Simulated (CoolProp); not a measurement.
The numbers come from the reference Helmholtz-energy equation of state, Lemmon 2022 in CoolProp.

### Question
For R1234yf, give the phase and the cv (kJ/(kg K)), conductivity (mW/(m K)) at 123.25 °C and 1.27 MPa; 123.25 °C and 2.54 MPa; 123.25 °C and 3.38 MPa.

### Answer
- 123.25 °C and 1.27 MPa: gas; cv 1.01, conductivity 22.8
- 123.25 °C and 2.54 MPa: gas; cv 1.04, conductivity 24.4
- 123.25 °C and 3.38 MPa: gas; cv 1.07, conductivity 26.5

Thermal conductivity comes from a separate model (Perkins 2011).
